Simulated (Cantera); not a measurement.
Feed: 1 mol Fe₃O₄, 1700 mol H₂, 0.78 mol N₂, equilibrated at 5.10 bar.

These are equilibrium values from Cantera (NASA tables, ideal gas, pure condensed phases), not measurements of a reactor. Candidate condensed phases: Fe, FeO, Fe(OH)₂, Fe(OH)₃, Fe₂O₃, Fe₃O₄, H₂O; 27 gas species. Equilibrium is a limit: real reactors are often held back by kinetics, nucleation or transport.

**Question.** Which condensed phases are stable at each of these points (T (K)): 648, 748, 848, 948, 1048, 1148, 1248, 1348, 1448, 1548, 1648, 1748, 1848, 1948?

**Answer.** 
| T (K) | condensed phases | Fe condensed (%) |
|---|---|---|
| 648 | Fe(α) | 100.0 |
| 748 | Fe(α) | 100.0 |
| 848 | Fe(α) | 100.0 |
| 948 | Fe(α) | 100.0 |
| 1048 | Fe(α) | 100.0 |
| 1148 | Fe(α) | 100.0 |
| 1248 | Fe(γ) | 100.0 |
| 1348 | Fe(γ) | 100.0 |
| 1448 | Fe(γ) | 100.0 |
| 1548 | Fe(γ) | 100.0 |
| 1648 | Fe(γ) | 100.0 |
| 1748 | Fe(δ) | 99.8 |
| 1848 | Fe(l) | 99.4 |
| 1948 | Fe(l) | 97.8 |

From 648 K to 1148 K the condensed part is Fe(α). From 1248 K to 1648 K the condensed part is Fe(γ). At 1748 K the condensed part is Fe(δ). From 1848 K to 1948 K the condensed part is Fe(l).
